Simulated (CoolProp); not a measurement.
A closed Brayton cycle with carbon dioxide: compressor inlet 307.15 K and 8.6 MPa, high pressure 29.8 MPa, turbine inlet 960 K, compressor efficiency 0.89, turbine efficiency 0.9, recuperator effectiveness 0.8 (on enthalpy, no pinch check). Each further row changes one setting.

Model: reference Helmholtz-energy equation of state, Span 1996, in CoolProp.

| case | thermal efficiency (%) | net work (kJ/kg) | compressor to turbine work | compressor exit (K) | turbine exit (K) |
|---|---|---|---|---|---|
| as stated | 36.0 | 157 | 0.17 | 343.7 | 798.0 |
| turbine inlet 910 K | 35.2 | 146 | ___ | 343.7 | 753.5 |
| compressor inlet 317.15 K | ___ | ___ | ___ | 404.5 | 798.0 |
| high pressure 25.3 MPa | ___ | 140 | 0.16 | 337.9 | 818.5 |
| recuperator effectiveness 0.5 | ___ | 157 | 0.17 | 343.7 | 798.0 |

Complete the blanks.


- turbine inlet 910 K, compressor to turbine work: 0.18
- compressor inlet 317.15 K, thermal efficiency (%): 35.4
- compressor inlet 317.15 K, net work (kJ/kg): 136
- compressor inlet 317.15 K, compressor to turbine work: 0.28
- high pressure 25.3 MPa, thermal efficiency (%): 33.7
- recuperator effectiveness 0.5, thermal efficiency (%): 26.2
